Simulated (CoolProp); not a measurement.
Saturation properties of cyclopentane (Tc = 511.7 K, pc = 45.83 bar, ω = 0.202).

Values from CoolProp's reference Helmholtz-energy equation of state, Gedanitz 2015.

```
T (K)  p (bar)  liquid cp (kJ/(kg K))  surface tension (mN/m)  liquid viscosity (µPa s)
-----  -------  ---------------------  ----------------------  ------------------------
396      6.916                  2.365                    9.33                       140
399.8    7.480                  2.390                    8.91                       136
403.5    8.060                  2.415                    8.50                       132
407.3    8.690                  2.442                    8.09                       128
411      9.338                  2.468                    7.70                       125
414.7    10.02                  2.494                    7.31                       121
418.5    10.76                  2.523                    6.91                       118
422.2    11.52                  2.551                    6.54                       114
425.9    12.31                  2.580                    6.16                       111
429.7    13.17                  2.612                    5.79                       108
433.4    14.05                  2.643                    5.43                       105
437.1    14.97                  2.677                    5.08                       102
```

It boils at 322.4 K under 1 atm.

Viscosity comes from a separate model (Chung 1988), a generic estimate that can be far off for the liquid and wasn't checked against measurements. Surface tension comes from a separate correlation (Mulero 2014).
